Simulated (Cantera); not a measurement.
Input (Python, Cantera) and output of one run.

```python
import numpy as np
import cantera as ct

gas_names = """
    CL CL2 H HCL H2 Si SiCL SiCL2 SiCL3 SiCL4 SiH SiHCL3 SiH2 SiH2CL2 SiH3 SiH3CL SiH4 Si2 Si3
""".split()
cond_names = """
    Si(cr) Si(L)
""".split()


# ... load() reads the species with a 1 bar reference pressure and builds the phases ...
atoms = {
    'SiCl4': {'Si': 1, 'CL': 4},
    'Cl2': {'CL': 2},
    'H2': {'H': 2},
}
top_T = {}  # K; cautious upper limits of use, not melting points


# ... equilibrate(T, P, feed) seeds the gas with the atoms and calls Mixture.equilibrate('TP', solver="vcs", rtol=1e-11, max_steps=5000) ...
results = []
T = 1200  # K
P = 24000  # Pa
for m in [0.5, 0.77, 1, 1.3, 1.6, 1.9, 2.1, 2.4, 2.7, 3]:
    feed = {'SiCl4': 1, 'Cl2': m, 'H2': 0.97}  # mol
    mix = equilibrate(T, P, feed)
    results.append((T, P, feed, dict(zip(mix.species_names, mix.species_moles))))

top = {s: max(r[3][s] / sum(r[3][g] for g in gas_names) for r in results) for s in gas_names}
cols = sorted((s for s in top if top[s] > 0.0001), key=lambda s: -top[s])[:6]
seen = [c for c in cond_names if any(r[3].get(c, 0) > 1e-12 for r in results)]
print("log10 of partial pressures in bar; condensed amounts in mol")
print(f"{'n(Cl2)':>10s}" + "".join(f"{s[:9]:>10s}" for s in cols + seen))
for T, P, feed, n in results:
    ng = sum(n[g] for g in gas_names)
    print(f"{feed['Cl2']:10.4g}" + "".join(f"{np.log10(max(n[s] / ng * P / 1e5, 1e-99)):10.3f}" for s in cols)
          + "".join(f"{n.get(c, 0):10.4g}" for c in seen))
```

Output:

```
log10 of partial pressures in bar; condensed amounts in mol
    n(Cl2)       HCL       CL2     SiCL4        H2        CL    SiHCL3
       0.5    -1.004    -9.534    -1.022    -1.357    -7.092    -2.941
      0.77    -0.868    -8.850    -1.061    -1.769    -6.750    -3.527
         1    -0.805    -2.636    -1.093    -7.856    -3.644    -9.709
       1.3    -0.847    -1.623    -1.135    -8.954    -3.137   -10.807
       1.6    -0.886    -1.379    -1.173    -9.274    -3.015   -11.128
       1.9    -0.921    -1.244    -1.209    -9.479    -2.948   -11.333
       2.1    -0.943    -1.181    -1.230    -9.586    -2.916   -11.439
       2.4    -0.974    -1.110    -1.261    -9.720    -2.880   -11.573
       2.7    -1.003    -1.056    -1.290    -9.832    -2.853   -11.685
         3    -1.030    -1.013    -1.317    -9.928    -2.832   -11.782
```

These are equilibrium values from Cantera (NASA tables, ideal gas, pure condensed phases), not measurements of a reactor. The tables' values for SiCl3 are old estimates; treat these amounts as uncertain.
